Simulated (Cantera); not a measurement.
Source: NASA polynomial tables (part measured, part estimated), evaluated in Cantera. Values are per mole of reaction as written; species without (g) are pure solids or liquids, kept so even where they would boil at 1 bar. TaC: taken at fixed stoichiometry.

3 TaC + 4 NH₃(g) ⇌ 4 N(g) + 3 Ta + 3 CH₄(g)

```csv
T (K),ΔH° (kJ),ΔS° (J/K),ΔG° (kJ),log10 K
1198,2288.2,405.8,1802.1,-78.57
1273,2289.1,406.5,1771.6,-72.69
1348,2289.9,407.2,1741.1,-67.47
1423,2290.9,407.8,1710.5,-62.79
1498,…,…,…,…
1573,…,…,…,…
1648,…,…,…,…
1723,…,…,…,…
1798,2295.6,410.7,1557.0,-45.23
1873,2296.5,411.3,1526.2,-42.56
```

Task: Some entries are withheld; supply them.

Result: 
- 1498, ΔH° (kJ): 2291.8
- 1498, ΔS° (J/K): 408.4
- 1498, ΔG° (kJ): 1679.9
- 1498, log10 K: -58.58
- 1573, ΔH° (kJ): 2292.7
- 1573, ΔS° (J/K): 409.1
- 1573, ΔG° (kJ): 1649.3
- 1573, log10 K: -54.77
- 1648, ΔH° (kJ): 2293.7
- 1648, ΔS° (J/K): 409.6
- 1648, ΔG° (kJ): 1618.6
- 1648, log10 K: -51.30
- 1723, ΔH° (kJ): 2294.6
- 1723, ΔS° (J/K): 410.2
- 1723, ΔG° (kJ): 1587.8
- 1723, log10 K: -48.14
